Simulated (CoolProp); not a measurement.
R1234ze(E) along the isobar 27.8 bar: density (kg/m³) from the reference equation and from simpler models built on Tc = 382.5 K, pc = 36.35 bar, ω = 0.313; each cubic takes its own stable root.

Model: reference Helmholtz-energy equation of state, Thol 2016, in CoolProp.

```tsv
T (K)	phase	reference
207.1	liquid	1420
212.2	liquid	1408
217.2	liquid	1395
222.2	liquid	1383
227.3	liquid	1370
232.3	liquid	1358
237.3	liquid	1345
242.4	liquid	1332
247.4	liquid	1319
252.4	liquid	1306
257.4	liquid	1292
```

### Question
How far does each simpler model (van der Waals, Redlich-Kwong, Peng-Robinson) lie from the reference over these 11 states: mean and median of the absolute difference, and the worst?

### Answer
- van der Waals: mean 40.2 %, median 40.2 %, worst -40.5 % at 207.1 K and 27.8 bar
- Redlich-Kwong: mean 12.7 %, median 12.6 %, worst -13.0 % at 257.4 K and 27.8 bar
- Peng-Robinson: mean 2.1 %, median 2.1 %, worst +2.5 % at 257.4 K and 27.8 bar
